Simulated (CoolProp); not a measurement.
CH2F2 (R32) along the isobar 6.32 MPa: density (kg/m³) from the reference equation and from simpler models built on Tc = 351.3 K, pc = 5.783 MPa, ω = 0.277; each cubic takes its own stable root.

The numbers come from the reference Helmholtz-energy equation of state, Tillner-Roth 1997 in CoolProp.

```tsv
T (K)	phase	reference	van der Waals	Redlich-Kwong	Soave-Redlich-Kwong	Peng-Robinson
186.7	liquid	___	674.6	990.8	1015	1141
202.2	liquid	1274	658.7	962.8	989.8	1115
217.6	liquid	1234	642.1	___	962.6	1085
233.1	liquid	1192	624.3	900.5	___	1052
248.6	liquid	1149	605.2	865.4	898.9	1016
264	liquid	1103	584.7	827.4	861.8	974.4
279.5	liquid	1054	562.0	785.2	___	927.1
295	liquid	___	536.6	738.1	771.4	872.3
310.4	liquid	938.2	507.5	684.2	714.8	807.5
325.9	liquid	863.7	472.0	619.1	644.5	725.8
341.4	liquid	759.9	424.0	531.7	547.2	611.7
356.8	supercritical	331.4	325.5	321.0	282.6	301.1
```

### Question
Some entries are withheld; supply them.

### Answer

- 186.7, reference: 1312
- 217.6, Redlich-Kwong: 932.9
- 233.1, Soave-Redlich-Kwong: 932.4
- 279.5, Soave-Redlich-Kwong: 819.7
- 295, reference: 999.5
